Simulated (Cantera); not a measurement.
Input: 1 mol NF₃, 0.042 mol SO₂, 1.4 mol O₂, equilibrated at 2202 °C and 13.3 mbar.

These are equilibrium values from Cantera (NASA tables, ideal gas, pure condensed phases), not measurements of a reactor. Candidate condensed phases: S; 35 gas species. Kinetics and transport are ignored.

Base state: F 0.590, O₂ 0.244, N₂ 0.0943, O 0.0548, NO 0.00820, SO₂ 0.00760, SO 0.000641, FO 2.21e-5 (mole fractions); condensed: gas only.

### Question
What changes in the equilibrium state with this change: 0.0035 mol H₂ added?

### Answer
| species | before | after |
|---|---|---|
| F | 0.590 | 0.589 |
| O₂ | 0.244 | 0.244 |
| N₂ | 0.0943 | 0.0943 |
| HF | 0 | 0.00138 |
| FO | 2.21e-5 | 2.21e-5 |
| O | 0.0548 | 0.0548 |
| SO | 0.000641 | 0.000641 |
| SO₂ | 0.00760 | 0.00760 |
| NO | 0.00820 | 0.00820 |
Further candidate phases: H₂O, H₂SO₄.
